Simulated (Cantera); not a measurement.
**NO annealing gas**

An isothermal, constant-pressure homogeneous reactor starts with 7.14 % NO, 92.9 % N2, at 1825 K and 1350 Torr.

Cantera simulation using GRI-Mech 3.0 (53 species, 325 reactions); the numbers are that mechanism's predictions, not measurements.

```csv
t (s),x NO,x N2O,x NO2,x O2,x O
2.00e-6,0.0714,5.30e-9,1.41e-10,<1e-12,5.17e-9
6.02e-6,0.0714,1.59e-8,1.21e-9,3.52e-12,1.48e-8
1.81e-5,0.0714,4.75e-8,9.74e-9,2.92e-11,3.88e-8
5.45e-5,0.0714,1.40e-7,6.45e-8,2.13e-10,8.45e-8
0.000164,0.0714,3.96e-7,3.10e-7,1.41e-9,1.63e-7
0.000494,0.0714,9.98e-7,1.22e-6,1.21e-8,3.95e-7
0.00149,0.0714,1.89e-6,4.54e-6,1.94e-7,1.19e-6
0.00447,0.0714,2.30e-6,1.21e-5,3.74e-6,2.93e-6
0.0135,0.0713,2.31e-6,1.51e-5,2.80e-5,3.60e-6
0.0405,0.0712,2.30e-6,1.57e-5,0.000107,3.75e-6
0.122,0.0707,2.27e-6,1.73e-5,0.000343,4.14e-6
0.367,0.0693,2.19e-6,2.11e-5,0.00105,5.13e-6
1.10,0.0652,1.95e-6,2.83e-5,0.00310,7.28e-6
3.32,0.0544,1.40e-6,3.62e-5,0.00849,1.11e-5
10.0,0.0334,6.19e-7,3.23e-5,0.0190,1.61e-5
```
x: mole fraction; the columns are a selection and need not sum to one.

Equilibrium at this temperature and pressure: NO 0.00204, N2O 1.73e-7, NO2 2.64e-6, O2 0.0347, O 2.15e-5 (gas phase only).
